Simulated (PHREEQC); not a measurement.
Dissolve 0.36 mmol/kgw CdCl2 and 22 mmol/kgw MnSO4 at 25 °C. Closed to the air; pH follows from the charge balance.

Computed with PHREEQC (ion-association model, phreeqc.dat).

**Question.** The ionic strength comes out as 0.0585 mol/kgw. What activity coefficients do Cl-, Mn+2, Cd+2, SO4-2, MnCl+ get?

**Answer.** Cl- 0.80, Mn+2 0.46, Cd+2 0.43, SO4-2 0.44, MnCl+ 0.82.

Precipitation was switched off in this run.
